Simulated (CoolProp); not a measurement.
R141b along the isobar 0.196 MPa: density (kg/m³) from the reference equation and from simpler models built on Tc = 477.5 K, pc = 4.212 MPa, ω = 0.220; each cubic takes its own stable root.

Values from CoolProp's reference Helmholtz-energy equation of state, Lemmon 2006. It is a short technical equation, of lower accuracy than the large ones.

| T (K) | phase | reference | Soave-Redlich-Kwong | Peng-Robinson |
|---|---|---|---|---|
| 255 | liquid | 1315 | 1204 | 1356 |
| 265.9 | liquid | 1295 | 1188 | 1339 |
| 276.7 | liquid | 1275 | 1171 | 1320 |
| 287.6 | liquid | 1254 | 1152 | 1301 |
| 298.5 | liquid | 1233 | 1133 | 1280 |
| 309.3 | liquid | 1212 | 1113 | 1258 |
| 320.2 | liquid | 1190 | 1091 | 1234 |
| 331.1 | gas | 8.825 | 8.763 | 8.784 |
| 342 | gas | 8.482 | 8.443 | 8.463 |
| 352.8 | gas | 8.174 | 8.150 | 8.170 |
